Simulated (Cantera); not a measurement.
An isothermal, constant-pressure homogeneous reactor starts with H2 : O2 = 0.08 : 1 (molar parts), at 1025 K and 0.00197 atm.

Detailed kinetics in Cantera: the H2/O2 subset of GRI-Mech 3.0, which has no nitrogen chemistry. Radical loss at walls, strong at low pressure, is not modelled. The temperature is held fixed by assumption; the heat of reaction is taken as removed at once.

x: mole fraction; the columns are a selection and need not sum to one.

```json
[
 {"t (s)": "2.00e-5", "x H2": "0.0741", "x O2": "0.926", "x H2O": "<1e-12", "x O": "<1e-12", "x OH": "<1e-12", "x H2O2": "<1e-12", "x HO2": "3.89e-12"},
 {"t (s)": "5.73e-5", "x H2": "0.0741", "x O2": "0.926", "x H2O": "<1e-12", "x O": "<1e-12", "x OH": "<1e-12", "x H2O2": "<1e-12", "x HO2": "1.11e-11"},
 {"t (s)": "0.000164", "x H2": "0.0741", "x O2": "0.926", "x H2O": "<1e-12", "x O": "3.09e-12", "x OH": "2.83e-12", "x H2O2": "<1e-12", "x HO2": "3.19e-11"},
 {"t (s)": "0.000470", "x H2": "0.0741", "x O2": "0.926", "x H2O": "7.62e-12", "x O": "2.25e-11", "x OH": "1.80e-11", "x H2O2": "<1e-12", "x HO2": "9.14e-11"},
 {"t (s)": "0.00135", "x H2": "0.0741", "x O2": "0.926", "x H2O": "1.23e-10", "x O": "1.58e-10", "x OH": "9.72e-11", "x H2O2": "<1e-12", "x HO2": "2.62e-10"},
 {"t (s)": "0.00385", "x H2": "0.0741", "x O2": "0.926", "x H2O": "2.37e-9", "x O": "1.64e-9", "x OH": "8.17e-10", "x H2O2": "<1e-12", "x HO2": "7.54e-10"},
 {"t (s)": "0.0110", "x H2": "0.0741", "x O2": "0.926", "x H2O": "3.40e-7", "x O": "1.87e-7", "x OH": "8.94e-8", "x H2O2": "1.93e-12", "x HO2": "2.65e-9"},
 {"t (s)": "0.0316", "x H2": "0.0338", "x O2": "0.902", "x H2O": "0.0302", "x O": "0.0138", "x OH": "0.00412", "x H2O2": "___", "x HO2": "1.07e-6"},
 {"t (s)": "0.0906", "x H2": "0.00149", "x O2": "0.880", "x H2O": "0.0625", "x O": "0.0347", "x OH": "0.00231", "x H2O2": "___", "x HO2": "1.17e-6"},
 {"t (s)": "0.259", "x H2": "0.00116", "x O2": "0.892", "x H2O": "0.0668", "x O": "0.0261", "x OH": "0.00205", "x H2O2": "___", "x HO2": "1.16e-6"},
 {"t (s)": "0.743", "x H2": "0.000581", "x O2": "0.909", "x H2O": "0.0728", "x O": "0.0124", "x OH": "0.00145", "x H2O2": "1.91e-8", "x HO2": "1.05e-6"},
 {"t (s)": "2.13", "x H2": "0.000129", "x O2": "0.920", "x H2O": "0.0761", "x O": "0.00268", "x OH": "0.000682", "x H2O2": "2.06e-8", "x HO2": "6.76e-7"},
 {"t (s)": "6.10", "x H2": "1.64e-5", "x O2": "0.923", "x H2O": "0.0768", "x O": "0.000343", "x OH": "0.000244", "x H2O2": "___", "x HO2": "2.43e-7"},
 {"t (s)": "17.5", "x H2": "2.15e-6", "x O2": "0.923", "x H2O": "0.0769", "x O": "4.55e-5", "x OH": "8.91e-5", "x H2O2": "___", "x HO2": "5.79e-8"},
 {"t (s)": "50.0", "x H2": "3.68e-7", "x O2": "0.923", "x H2O": "0.0769", "x O": "7.89e-6", "x OH": "3.71e-5", "x H2O2": "___", "x HO2": "1.31e-8"}
]
```

Problem. Some entries are withheld; supply them.

Solution. 
- 0.0316, x H2O2: 5.71e-8
- 0.0906, x H2O2: 1.41e-8
- 0.259, x H2O2: 1.58e-8
- 6.10, x H2O2: 1.49e-8
- 17.5, x H2O2: 7.33e-9
- 50.0, x H2O2: 3.04e-9
